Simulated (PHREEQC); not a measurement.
Model water analysis in mg/L, 25 °C, pH 2.61, pe 11.1:

```tsv
constituent	mg/L
Na	289
K	621
Ca	232
Mg	245
Cl	416
S(6) as SO4	2660
Zn	62
Ni	25.1
Cu(2)	0.97
```

Valence states are taken as typed.

Equilibrium calculation in PHREEQC: ion-association model, wateq4f.dat.

Each row changes one thing in this solution. This is a speciation only: nothing precipitates in the calculation.

```
case                                               ionic strength (mol/kgw)  SO4-2 (mol/kgw)  Mg+2 (mol/kgw)  Ca+2 (mol/kgw)  HSO4- (mol/kgw)  Zn+2 (mol/kgw)  SI of Gypsum (CaSO4:2H2O)  SI of Epsomite (MgSO4:7H2O)
-------------------------------------------------  ------------------------  ---------------  --------------  --------------  ---------------  --------------  -------------------------  ---------------------------
as made                                                              0.0788           0.0176         0.00594         0.00366          0.00213        0.000526                      -0.39                        -2.61
Mg from 245 to 122 mg/L                                              0.0752           0.0190         0.00283         0.00351       (withheld)        0.000498                      -0.36                        -2.88
temperature from 25 to 30 °C at the same typed pH                    0.0774       (withheld)         0.00571         0.00364       (withheld)        0.000525                      -0.40                        -2.67
```

Question: Some entries are withheld; supply them.

Answer: 
- Mg from 245 to 122 mg/L, HSO4- (mol/kgw): 0.00233
- temperature from 25 to 30 °C at the same typed pH, SO4-2 (mol/kgw): 0.0171
- temperature from 25 to 30 °C at the same typed pH, HSO4- (mol/kgw): 0.00231
